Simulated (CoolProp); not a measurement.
A single-stage vapour-compression cycle with R1132(E): evaporating at 255.15 K (dew point), condensing at 306.15 K (bubble point), superheat 8 K, subcooling 2 K, compressor efficiency 0.65, no pressure losses. Each further row changes one setting.

The numbers come from the reference Helmholtz-energy equation of state, Akasaka 2024 in CoolProp.

```
case                              cooling COP  pressure ratio  discharge temperature (K)  refrigerating effect (kJ/kg)  volumetric capacity (kJ/m³)
--------------------------------  -----------  --------------  -------------------------  ----------------------------  ---------------------------
as stated                                2.45            4.54                      358.0                           193                         2750
evaporating temperature 260.15 K         2.84            3.80                      352.5                             …                         3310
condensing temperature 301.15 K          2.82               …                      349.7                           203                         2890
subcooling 7 K                           2.58            4.54                      358.0                           203                         2890
superheat 18 K                           2.45            4.54                      369.5                           203                         2750
compressor efficiency 0.55                  …            4.54                          …                           193                         2750
```

### Question
Fill in the missing entries.

### Answer

- evaporating temperature 260.15 K, refrigerating effect (kJ/kg): 196
- condensing temperature 301.15 K, pressure ratio: 4.01
- compressor efficiency 0.55, cooling COP: 2.08
- compressor efficiency 0.55, discharge temperature (K): 369.8
